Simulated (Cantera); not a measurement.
An adiabatic, constant-pressure homogeneous reactor starts with CH₄ : O₂ : N₂ : H₂O = 1 : 4.26 : 16 : 4.1 (molar parts), at 1450 K and 0.560 bar. Integrator tolerance rtol = 1e-08.

Computed with Cantera and GRI-Mech 3.0 (53 species, 325 reactions).

Q: What does this change do: 0.06 parts C2H6 added?

A: 
| quantity | before | after |
|---|---|---|
| time of steepest temperature rise | 3.05 ms | 0.914 ms |
| temperature at 5.00 s | 2178 K | 2234 K |
| equilibrium temperature | 2178 K | 2234 K |
| x(CH₄) at 5.00 s | <1e-12 (gas-phase equilibrium <1e-12) | <1e-12 (gas-phase equilibrium <1e-12) |
| x(O₂) at 5.00 s | 0.0844 (gas-phase equilibrium 0.0844) | 0.0756 (gas-phase equilibrium 0.0756) |
| x(H₂O) at 5.00 s | 0.235 (gas-phase equilibrium 0.235) | 0.240 (gas-phase equilibrium 0.240) |
| x(HCO) at 5.00 s | 2.75e-11 (gas-phase equilibrium 2.75e-11) | 7.23e-11 (gas-phase equilibrium 7.23e-11) |
| x(N₂O) at 5.00 s | 2.52e-7 (gas-phase equilibrium 2.52e-7) | 2.70e-7 (gas-phase equilibrium 2.70e-7) |
| x(CH₂CO) at 5.00 s | <1e-12 (gas-phase equilibrium <1e-12) | <1e-12 (gas-phase equilibrium <1e-12) |
